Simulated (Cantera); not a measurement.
Cantera run:

```python
import numpy as np
import cantera as ct

gas_names = [...]  # 113 gases of nasa_gas.yaml made of C, Cu, H, O
cond_names = """
    C(gr) C6H6(L) C7H8(L) C8H18(L),n-octa Cu(cr) Cu(L) CuO(s) CuO2H2(s) Cu2O(s) Cu2O(L) H2O(s) H2O(L)
""".split()


# ... load() reads the species with a 1 bar reference pressure and builds the phases ...
atoms = {
    'Cu': {'Cu': 1},
    'CO': {'C': 1, 'O': 1},
    'H2': {'H': 2},
}
top_T = {'C(gr)': 4500, 'CuO(s)': 1390}  # K; cautious upper limits of use, not melting points


# ... equilibrate(T, P, feed) seeds the gas with the atoms and calls Mixture.equilibrate('TP', solver="vcs", rtol=1e-11, max_steps=5000) ...
results = []
feed = {'Cu': 1, 'CO': 2.1, 'H2': 35}  # mol
P = 290000  # Pa
for T in [798, 898, 998, 1098, 1198, 1298, 1398, 1498, 1598, 1698, 1798, 1898, 1998]:
    mix = equilibrate(T, P, feed)
    results.append((T, P, feed, dict(zip(mix.species_names, mix.species_moles))))

top = {s: max(r[3][s] / sum(r[3][g] for g in gas_names) for r in results) for s in gas_names}
cols = sorted((s for s in top if top[s] > 1e-05), key=lambda s: -top[s])[:7]
seen = [c for c in cond_names if any(r[3].get(c, 0) > 1e-12 for r in results)]
print("log10 of partial pressures in bar; condensed amounts in mol")
print(f"{'T/K':>10s}" + "".join(f"{s[:9]:>10s}" for s in cols + seen))
for T, P, feed, n in results:
    ng = sum(n[g] for g in gas_names)
    print(f"{T:10.4g}" + "".join(f"{np.log10(max(n[s] / ng * P / 1e5, 1e-99)):10.3f}" for s in cols)
          + "".join(f"{n.get(c, 0):10.4g}" for c in seen))
```

It prints:

```
log10 of partial pressures in bar; condensed amounts in mol
       T/K        H2       CH4       H2O        CO        Cu         H       CO2    Cu(cr)     Cu(L)
       798     0.403    -0.733    -0.733    -4.209   -15.226   -11.373    -4.714         1         0
       898     0.404    -0.740    -0.741    -2.601   -12.788    -9.759    -3.380         1         0
       998     0.411    -0.833    -0.840    -1.505   -10.842    -8.462    -2.596         1         0
      1098     0.424    -1.110    -1.125    -1.033    -9.254    -7.395    -2.584         1         0
      1198     0.431    -1.469    -1.485    -0.877    -7.935    -6.505    -2.928         1         0
      1298     0.434    -1.818    -1.832    -0.823    -6.822    -5.753    -3.334         1         0
      1398     0.436    -2.133    -2.144    -0.803    -5.887    -5.107    -3.718         0         1
      1498     0.436    -2.410    -2.420    -0.794    -5.100    -4.547    -4.062         0    0.9999
      1598     0.437    -2.655    -2.662    -0.790    -4.413    -4.056    -4.365         0    0.9995
      1698     0.437    -2.872    -2.875    -0.788    -3.810    -3.621    -4.632         0     0.998
      1798     0.437    -3.067    -3.061    -0.787    -3.276    -3.235    -4.866         0    0.9932
      1898     0.437    -3.248    -3.222    -0.787    -2.801    -2.889    -5.068         0    0.9796
      1998     0.436    -3.421    -3.355    -0.787    -2.374    -2.577    -5.239         0    0.9454
```

Method: chemical equilibrium by Gibbs-energy minimisation in Cantera with the NASA 1993 tables (ideal gas, pure condensed phases).
